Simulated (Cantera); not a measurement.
Feed: 1 mol Si2H6, 3.3 mol O2, 0.14 mol H2, equilibrated at 0.0290 bar.

Cantera equilibrium calculation (NASA polynomials, part measured and part estimated; ideal gas, pure solids and liquids). Candidate condensed phases: H2O, Si, SiO2; 18 gas species. The feed counts by its element totals alone. The tables hold silica as quartz up to 1696 K and as liquid above; real silica turns to tridymite and cristobalite and melts near 1996 K. Gases not in the tables: Si(OH)4. Kinetics and transport are ignored.

log p: log10 of the partial pressure in bar; n: condensed amount in mol.

```json
[
 {"T (K)": "598", "log p H2O": "-1.62", "log p H2": "-2.30", "log p H": "<-13", "log p OH": "<-13", "log p SiO": "<-13", "log p O2": "<-13", "log p O": "<-13", "n SiO2(α-quartz)": "2.00", "n SiO2(β-quartz)": "0", "n SiO2(condensed)": "0", "n SiO2(l)": "0"},
 {"T (K)": "798", "log p H2O": "-1.62", "log p H2": "-2.30", "log p H": "…", "log p OH": "<-13", "log p SiO": "<-13", "log p O2": "<-13", "log p O": "<-13", "n SiO2(α-quartz)": "2.00", "n SiO2(β-quartz)": "0", "n SiO2(condensed)": "0", "n SiO2(l)": "0"},
 {"T (K)": "998", "log p H2O": "-1.62", "log p H2": "-2.30", "log p H": "…", "log p OH": "-11.80", "log p SiO": "<-13", "log p O2": "<-13", "log p O": "<-13", "n SiO2(α-quartz)": "0", "n SiO2(β-quartz)": "2.00", "n SiO2(condensed)": "0", "n SiO2(l)": "0"},
 {"T (K)": "1198", "log p H2O": "-1.62", "log p H2": "-2.30", "log p H": "…", "log p OH": "-9.29", "log p SiO": "<-13", "log p O2": "<-13", "log p O": "<-13", "n SiO2(α-quartz)": "0", "n SiO2(β-quartz)": "2.00", "n SiO2(condensed)": "0", "n SiO2(l)": "0"},
 {"T (K)": "1398", "log p H2O": "-1.62", "log p H2": "-2.30", "log p H": "…", "log p OH": "-7.50", "log p SiO": "-10.83", "log p O2": "-11.35", "log p O": "-11.71", "n SiO2(α-quartz)": "0", "n SiO2(β-quartz)": "2.00", "n SiO2(condensed)": "0", "n SiO2(l)": "0"},
 {"T (K)": "1598", "log p H2O": "-1.62", "log p H2": "-2.30", "log p H": "…", "log p OH": "-6.15", "log p SiO": "-8.30", "log p O2": "-9.01", "log p O": "-9.35", "n SiO2(α-quartz)": "0", "n SiO2(β-quartz)": "2.00", "n SiO2(condensed)": "0", "n SiO2(l)": "0"},
 {"T (K)": "1798", "log p H2O": "-1.62", "log p H2": "-2.30", "log p H": "…", "log p OH": "-5.10", "log p SiO": "-6.36", "log p O2": "-7.19", "log p O": "-7.52", "n SiO2(α-quartz)": "0", "n SiO2(β-quartz)": "0", "n SiO2(condensed)": "2.00", "n SiO2(l)": "0"},
 {"T (K)": "1998", "log p H2O": "-1.62", "log p H2": "-2.31", "log p H": "…", "log p OH": "-4.27", "log p SiO": "-4.84", "log p O2": "-5.72", "log p O": "-6.04", "n SiO2(α-quartz)": "0", "n SiO2(β-quartz)": "0", "n SiO2(condensed)": "0", "n SiO2(l)": "2.00"}
]
```

### Question
Some entries are withheld; supply them.

### Answer

- 798, log p H: -12.73
- 998, log p H: -9.82
- 1198, log p H: -7.87
- 1398, log p H: -6.48
- 1598, log p H: -5.43
- 1798, log p H: -4.60
- 1998, log p H: -3.95
